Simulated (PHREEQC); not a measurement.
0.42 g of hydrous ferric oxide (600 m²/g; 0.2 weak and 0.005 strong sites per Fe, Dzombak-Morel constants, diffuse double layer) in 1 kg of water with 0.001 mol/kgw of an inert sodium salt and 3.8e-05 mol ZnSO4, at 25 °C; the pH is set by adding NaOH or the inert anion's acid. Oxygen is held at 0.21 atm. CO2 from the air is kept out. Precipitation was switched off in this run.

Equilibrium calculation in PHREEQC: ion-association model, wateq4f.dat.

### Question
Predict S sorbed (%), surface charge σ (C/m²), surface potential ψ (mV) at pH = 5.5, 7, 8.5, 10.

### Answer
| pH | S sorbed (%) | surface charge σ (C/m²) | surface potential ψ (mV) |
|---|---|---|---|
| 5.5 | 99.5 | 0.029 | 138 |
| 7 | 38.1 | 0.006 | 65 |
| 8.5 | 0.1 | -0.001 | -18 |
| 10 | 0.0 | -0.015 | -103 |

Species that the database lacks are ignored. The oxide is taken as insoluble; below pH 4 it would dissolve.
